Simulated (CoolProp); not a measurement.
Properties of ethylene along the isotherm 217 K.

Computed with CoolProp (reference Helmholtz-energy equation of state, Smukala 2000).

```csv
p (MPa),phase,cp (kJ/(kg K)),cv (kJ/(kg K)),speed of sound (m/s)
2.1,liquid,2.633,1.318,948.9
4.2,liquid,2.584,1.319,980.1
6.3,liquid,2.543,1.321,1009
8.4,liquid,2.509,1.323,1035
10.5,liquid,2.479,1.325,1060
12.6,liquid,2.452,1.327,1083
14.7,liquid,2.429,1.330,1105
16.8,liquid,2.409,1.333,1126
18.9,liquid,2.391,1.335,1146
21,liquid,2.374,1.338,1165
23.1,liquid,2.359,1.341,1183
25.2,liquid,2.345,1.344,1201
```
